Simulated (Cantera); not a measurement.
Input: 1 mol MgSO4, 0.054 mol H2O, 0.85 mol O2, at 825 K and 1 atm.

Equilibrium computed with Cantera from the NASA thermochemical tables; the gas is ideal and each condensed phase is pure. Candidate condensed phases: H2O, H2SO4, Mg, MgO, Mg(OH)2, MgS, MgSO4, S; 26 gas species. Equilibrium is a limit: real reactors are often held back by kinetics, nucleation or transport.

Base state: O2 0.940, H2O 0.0597 (mole fractions); condensed: MgSO4(s).

**Question.** What changes in the equilibrium state with this change: temperature from 825 K to 1173 K?

**Answer.** 
```tsv
species	before	after
O2	0.940	0.938
H2O	0.0597	0.0595
SO2	<1e-9	0.00212
SO3	4.01e-9	0.000665
MgSO4(s), mol	1.00	0.997
MgO(s), mol	0	0.00253
```
Mutual solubility and eutectic melting of coexisting phases are not modelled.
